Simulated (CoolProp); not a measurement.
Vapour-liquid equilibrium of cis-2-butene (1) + acetone (2) at 270.5 K; x and y are mole fractions of (1).

Computed with CoolProp (multi-fluid Helmholtz-energy mixture model, Lemmon 2005 and Lemmon 2006; pair parameters Bell 2016).

```
x     bubble pressure, mixture model (kPa)  bubble pressure, Raoult's law (kPa)  y, mixture model  y, Raoult's law
----  ------------------------------------  -----------------------------------  ----------------  ---------------
0.05                                     …                                11.61             0.605            0.340
0.2                                  44.71                                22.24             0.846            0.710
0.35                                 58.00                                32.87             0.892            0.840
0.5                                  64.43                                43.49             0.911            0.907
0.65                                     …                                54.12             0.923            0.948
0.8                                      …                                64.75                 …            0.975
0.95                                     …                                75.38             0.977            0.995
```

Complete the blanks.


- 0.05, bubble pressure, mixture model (kPa): 19.64
- 0.65, bubble pressure, mixture model (kPa): 68.18
- 0.8, bubble pressure, mixture model (kPa): 71.95
- 0.8, y, mixture model: 0.940
- 0.95, bubble pressure, mixture model (kPa): 77.01

The largest gap from Raoult's law is +101.0 % in bubble pressure, at x = 0.2. No azeotrope shows between x = 0.05 and 0.95.

Pair parameters are fitted to limited data, so mixtures are less certain than the pure fluids. With so large a gap from Raoult's law the liquid may split in two, which this calculation doesn't test in full.
